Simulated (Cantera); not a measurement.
Input: 1 mol Fe(CO)₅, 0.024 mol O₂, a varied amount of H₂, at 1475 K and 0.458 Torr.

Equilibrium computed with Cantera from the NASA thermochemical tables; the gas is ideal and each condensed phase is pure. Candidate condensed phases: C, C₆H₆, C₇H₈, C₈H₁₈, Fe, Fe(CO)₅, FeO, Fe(OH)₂, Fe(OH)₃, Fe₂O₃, Fe₃O₄, H₂O; 114 gas species. Equilibrium is a limit: real reactors are often held back by kinetics, nucleation or transport.

log p: log10 of the partial pressure in bar; n: condensed amount in mol.

```json
[
 {"n(H₂) (mol)": "0.32", "log p H₂": "-4.44", "log p CO": "-3.25", "log p CO₂": "-5.32", "log p H₂O": "-6.13", "log p H": "-7.11", "log p Fe": "-7.06", "n Fe(γ)": "0.999"},
 {"n(H₂) (mol)": "0.7", "log p H₂": "-4.13", "log p CO": "-3.27", "log p CO₂": "-5.42", "log p H₂O": "-5.88", "log p H": "-6.95", "log p Fe": "-7.06", "n Fe(γ)": "0.999"},
 {"n(H₂) (mol)": "1.5", "log p H₂": "___", "log p CO": "___", "log p CO₂": "___", "log p H₂O": "___", "log p H": "___", "log p Fe": "-7.06", "n Fe(γ)": "0.999"},
 {"n(H₂) (mol)": "3.4", "log p H₂": "-3.61", "log p CO": "-3.44", "log p CO₂": "-5.89", "log p H₂O": "-5.66", "log p H": "-6.69", "log p Fe": "-7.06", "n Fe(γ)": "0.999"},
 {"n(H₂) (mol)": "7.4", "log p H₂": "-3.44", "log p CO": "-3.61", "log p CO₂": "-6.30", "log p H₂O": "-5.73", "log p H": "-6.61", "log p Fe": "-7.06", "n Fe(γ)": "0.998"},
 {"n(H₂) (mol)": "16", "log p H₂": "___", "log p CO": "___", "log p CO₂": "___", "log p H₂O": "___", "log p H": "-6.55", "log p Fe": "-7.06", "n Fe(γ)": "0.997"},
 {"n(H₂) (mol)": "35", "log p H₂": "-3.27", "log p CO": "-4.12", "log p CO₂": "-7.40", "log p H₂O": "-6.16", "log p H": "-6.52", "log p Fe": "-7.06", "n Fe(γ)": "0.994"},
 {"n(H₂) (mol)": "78", "log p H₂": "-3.24", "log p CO": "-4.44", "log p CO₂": "-8.05", "log p H₂O": "-6.46", "log p H": "-6.51", "log p Fe": "-7.06", "n Fe(γ)": "0.988"}
]
```

Q: What belongs in the gaps?

A: 
- 16, log p H₂: -3.33
- 16, log p CO: -3.84
- 16, log p CO₂: -6.81
- 16, log p H₂O: -5.91
- 1.5, log p H₂: -3.86
- 1.5, log p CO: -3.33
- 1.5, log p CO₂: -5.59
- 1.5, log p H₂O: -5.72
- 1.5, log p H: -6.82
